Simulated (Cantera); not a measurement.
Input (Python, Cantera) and output of one run.

```python
import numpy as np
import cantera as ct

gas_names = """
    B BH BH2 BH3 BO BO2 B2 B2O B2O2 B2O3 B3O3H3 H HBO HBO2 HO2 H2 H2O H2O2 H3B3O6 O OH O2 O3
""".split()
cond_names = """
    B(b) B(L) B2O3(L) B3O3H3(cr) H2O(s) H2O(L)
""".split()


def load(file, names, dense=False):
    # The tables refer to 1 bar. Condensed volumes are neglected.
    table = {s.name: s for s in ct.Species.list_from_file(file)}
    out = []
    for n in names:
        d = dict(table[n].input_data)
        d["thermo"] = dict(d["thermo"], **{"reference-pressure": 1e5})
        if dense:
            d["equation-of-state"] = {"model": "constant-volume", "density": "1e6 g/cm^3"}
        out.append(ct.Species.from_dict(d))
    return out


gas = ct.Solution(thermo="ideal-gas", species=load("nasa_gas.yaml", gas_names))
cond = {s.name: ct.Solution(thermo="fixed-stoichiometry", species=[s], name=s.name)
        for s in load("nasa_condensed.yaml", cond_names, dense=True)}
atoms = {
    'B2O3': {'B': 2, 'O': 3},
    'H2O': {'H': 2, 'O': 1},
}
top_T = {}  # K; cautious upper limits of use, not melting points


def equilibrate(T, P, feed):
    n = {}
    for name, mol in feed.items():
        for a, k in atoms[name].items():
            n[a] = n.get(a, 0.0) + k * mol
    gas.TPX = T, P, n
    mass = sum(n.values()) * gas.mean_molecular_weight
    gas.equilibrate("TP")
    valid = [c for c in cond.values() if c.min_temp <= T <= top_T.get(c.name, c.max_temp)]
    mix = ct.Mixture([(gas, mass / gas.mean_molecular_weight)] + [(c, 0.0) for c in valid])
    mix.T, mix.P = T, P
    mix.equilibrate("TP", solver="vcs", rtol=1e-11, max_steps=5000)
    return mix


results = []
P = 133.322  # Pa
for T in [775, 875, 975, 1075, 1175, 1275, 1375, 1475, 1575, 1675, 1775, 1875]:
    for m in [0.12, 0.25, 0.5, 1, 2, 4, 8, 16]:
        feed = {'B2O3': 1, 'H2O': m}  # mol
        mix = equilibrate(T, P, feed)
        results.append((T, P, feed, dict(zip(mix.species_names, mix.species_moles))))

for T, P, feed, n in results:
    print(f"{T:7g} {feed['H2O']:10.4g}  " + (" + ".join(c for c in cond_names if n.get(c, 0) > 1e-12) or "gas only"))
```

Result:

```
    775       0.12  B2O3(L)
    775       0.25  B2O3(L)
    775        0.5  B2O3(L)
    775          1  B2O3(L)
    775          2  B2O3(L)
    775          4  B2O3(L)
    775          8  B2O3(L)
    775         16  B2O3(L)
    875       0.12  B2O3(L)
    875       0.25  B2O3(L)
    875        0.5  B2O3(L)
    875          1  B2O3(L)
    875          2  B2O3(L)
    875          4  B2O3(L)
    875          8  B2O3(L)
    875         16  B2O3(L)
    975       0.12  B2O3(L)
    975       0.25  B2O3(L)
    975        0.5  B2O3(L)
    975          1  B2O3(L)
    975          2  B2O3(L)
    975          4  B2O3(L)
    975          8  B2O3(L)
    975         16  B2O3(L)
   1075       0.12  B2O3(L)
   1075       0.25  B2O3(L)
   1075        0.5  B2O3(L)
   1075          1  B2O3(L)
   1075          2  B2O3(L)
   1075          4  B2O3(L)
   1075          8  B2O3(L)
   1075         16  B2O3(L)
   1175       0.12  B2O3(L)
   1175       0.25  B2O3(L)
   1175        0.5  B2O3(L)
   1175          1  B2O3(L)
   1175          2  B2O3(L)
   1175          4  B2O3(L)
   1175          8  B2O3(L)
   1175         16  B2O3(L)
   1275       0.12  B2O3(L)
   1275       0.25  B2O3(L)
   1275        0.5  B2O3(L)
   1275          1  B2O3(L)
   1275          2  B2O3(L)
   1275          4  B2O3(L)
   1275          8  B2O3(L)
   1275         16  B2O3(L)
   1375       0.12  B2O3(L)
   1375       0.25  B2O3(L)
   1375        0.5  B2O3(L)
   1375          1  B2O3(L)
   1375          2  B2O3(L)
   1375          4  B2O3(L)
   1375          8  B2O3(L)
   1375         16  gas only
   1475       0.12  B2O3(L)
   1475       0.25  B2O3(L)
   1475        0.5  B2O3(L)
   1475          1  B2O3(L)
   1475          2  B2O3(L)
   1475          4  gas only
   1475          8  gas only
   1475         16  gas only
   1575       0.12  B2O3(L)
   1575       0.25  B2O3(L)
   1575        0.5  B2O3(L)
   1575          1  B2O3(L)
   1575          2  gas only
   1575          4  gas only
   1575          8  gas only
   1575         16  gas only
   1675       0.12  B2O3(L)
   1675       0.25  B2O3(L)
   1675        0.5  gas only
   1675          1  gas only
   1675          2  gas only
   1675          4  gas only
   1675          8  gas only
   1675         16  gas only
   1775       0.12  gas only
   1775       0.25  gas only
   1775        0.5  gas only
   1775          1  gas only
   1775          2  gas only
   1775          4  gas only
   1775          8  gas only
   1775         16  gas only
   1875       0.12  gas only
   1875       0.25  gas only
   1875        0.5  gas only
   1875          1  gas only
   1875          2  gas only
   1875          4  gas only
   1875          8  gas only
   1875         16  gas only
```

These are equilibrium values from Cantera (NASA tables, ideal gas, pure condensed phases), not measurements of a reactor. Gases not in the tables: H3BO3.
